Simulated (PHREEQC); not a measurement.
**Acid rinse or clean (model solution)**

Dissolve 50 mmol/kgw HCl, 19 mmol/kgw CuSO4 and 0.3 mmol/kgw MgCl2 at 20 °C. Closed to the air; pH follows from the charge balance.

The numbers come from PHREEQC with the ion-association model, wateq4f.dat.

This is a speciation only: nothing precipitates in the calculation.

Q: Predict the pH.

A: pH 1.47.

Q: In which forms is S present?

A: HSO4- 49 %, SO4-2 34 %, CuSO4 16 % of the S.
